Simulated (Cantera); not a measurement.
Charge: 1 mol Si2H6, 0.069 mol O2, 33 mol H2, held at 0.100 bar.

Method: chemical equilibrium by Gibbs-energy minimisation in Cantera with the NASA 1993 tables (ideal gas, pure condensed phases). Candidate condensed phases: H2O, Si, SiO2; 18 gas species. The feed counts by its element totals alone. Mutual solubility and eutectic melting of coexisting phases are not modelled. The tables hold silica as quartz up to 1696 K and as liquid above; real silica turns to tridymite and cristobalite and melts near 1996 K. Gases not in the tables: Si2H6 and higher silanes. Equilibrium is a limit: real reactors are often held back by kinetics, nucleation or transport.

Question: Which condensed phases are stable at each of these points (T (K)): 898, 998, 1098, 1198, 1298, 1398, 1498, 1598, 1698, 1798, 1898?

Answer: 
```
T (K)        condensed phases  Si condensed (%)
-----  ----------------------  ----------------
898    Si(s) + SiO2(β-quartz)             100.0
998    Si(s) + SiO2(β-quartz)             100.0
1098   Si(s) + SiO2(β-quartz)             100.0
1198   Si(s) + SiO2(β-quartz)             100.0
1298   Si(s) + SiO2(β-quartz)              99.9
1398   Si(s) + SiO2(β-quartz)              98.7
1498                    Si(s)              93.1
1598                    Si(s)              93.1
1698                    Si(l)              93.1
1798                    Si(l)              93.0
1898                    Si(l)              92.7
```

From 898 K to 1398 K the condensed part is Si(s) + SiO2(β-quartz). From 1498 K to 1598 K the condensed part is Si(s). From 1698 K to 1898 K the condensed part is Si(l).
